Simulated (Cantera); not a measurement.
A closed system holds: 1 mol CH2F2, 0.064 mol F2, held at 1398 K and 7.10 Pa.

Cantera equilibrium calculation (NASA polynomials, part measured and part estimated; ideal gas, pure solids and liquids). Candidate condensed phases: C, C6H6, C7H8, C8H18; 95 gas species. Gases not in the tables: C2F6 and larger saturated fluorocarbons. The numbers say what is thermodynamically allowed, not how fast it happens.

Problem. What is the equilibrium state?

Solution. 
| Item | Value |
|---|---|
| x(HF) | 0.984 |
| x(CF4) | 0.0156 |
| x(F) | 0.000142 |
| x(CF2) | 0.000124 |
| x(CF3) | 4.01e-6 |
| n(C(graphite)) | 0.968 mol |
| gas amount | 2.032 mol |
